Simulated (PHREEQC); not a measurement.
## Copper plating or etch bath (model solution)

Dissolve 0.012 mol CuSO4 and 0.00011 mol HBF4 per kg of water at 25 °C. Closed to the air; pH follows from the charge balance.

Computed with PHREEQC (ion-association model, phreeqc.dat).

Each row changes one thing in this solution. No solid was allowed to form.

| case | pH | ionic strength (mol/kgw) | Cu+2 (mol/kgw) | SO4-2 (mol/kgw) | CuSO4 (mol/kgw) | F- (mol/kgw) |
|---|---|---|---|---|---|---|
| as made | 3.67 | 0.0331 | 0.00823 | 0.00815 | 0.00374 | 0.000326 |
| diluted 100-fold with water | 5.33 | 0.000475 | 0.000117 | 0.000118 | 2.31e-6 | 4.36e-6 |
| temperature from 25 to 40 °C | 3.72 | 0.0325 | 0.00809 | 0.00799 | 0.00388 | 0.000315 |
| temperature from 25 to 30 °C | 3.68 | 0.0329 | 0.00818 | 0.00810 | 0.00379 | 0.000322 |
| diluted 10-fold with water | 4.44 | 0.00430 | 0.00107 | 0.00106 | 0.000133 | 4.13e-5 |
| HBF4 from 0.00011 to 0.000121 mol/kgw | 3.63 | 0.0331 | 0.00823 | 0.00815 | 0.00374 | 0.000353 |
| CuSO4 from 0.012 to 0.024 mol/kgw | 3.73 | 0.0600 | 0.0149 | 0.0149 | 0.00901 | 0.000327 |
| temperature from 25 to 80 °C | 3.94 | 0.0314 | 0.00783 | 0.00768 | 0.00412 | 0.000287 |
| temperature from 25 to 70 °C | 3.88 | 0.0316 | 0.00788 | 0.00774 | 0.00408 | 0.000294 |

Constants without temperature data keep their 25 °C values here. Real BF4- forms and hydrolyses slowly; the run takes it at equilibrium.
